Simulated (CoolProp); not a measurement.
A single-stage vapour-compression cycle with cyclopentane: evaporating at 323.15 K (dew point), condensing at 378.15 K (bubble point), superheat 8 K, subcooling 0 K, compressor efficiency 0.6, no pressure losses. Each further row changes one setting.

Model: reference Helmholtz-energy equation of state, Gedanitz 2015, in CoolProp.

```
case                              cooling COP  pressure ratio  discharge temperature (K)  refrigerating effect (kJ/kg)  volumetric capacity (kJ/m³)
--------------------------------  -----------  --------------  -------------------------  ----------------------------  ---------------------------
as stated                                2.87            4.51                      401.7                           284                          778
evaporating temperature 328.15 K         3.27            3.84                      399.4                           291                          924
condensing temperature 373.15 K          3.24            4.01                        ___                           296                          809
subcooling 5 K                           2.99            4.51                      401.7                           296                          809
superheat 18 K                           2.92            4.51                      411.3                           298                          790
compressor efficiency 0.5                 ___            4.51                        ___                           284                          778
```

Problem. What belongs in the gaps?

Solution. 
- condensing temperature 373.15 K, discharge temperature (K): 396.4
- compressor efficiency 0.5, cooling COP: 2.39
- compressor efficiency 0.5, discharge temperature (K): 412.7
